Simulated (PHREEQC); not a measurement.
Dissolve 0.0031 mol HF and 0.03 mol NaF per kg of water at 91 °C and 500 atm. Closed to the air; pH follows from the charge balance.

Model: ion-association model, phreeqc.dat, run in PHREEQC.

This is a speciation only: nothing precipitates in the calculation.

Q: What pH does the model give?

A: pH 4.57.

Q: In which forms is F present?

A: F- 89 %, HF 8.4 %, HF2- 1.7 %, NaF 0.9 % of the F.

Species that the database lacks are ignored. Under pressure, the constants of complexes without a molar volume in the database are unreliable. At this temperature some constants are extrapolated from 25 °C, and those without enthalpy data are left unchanged.
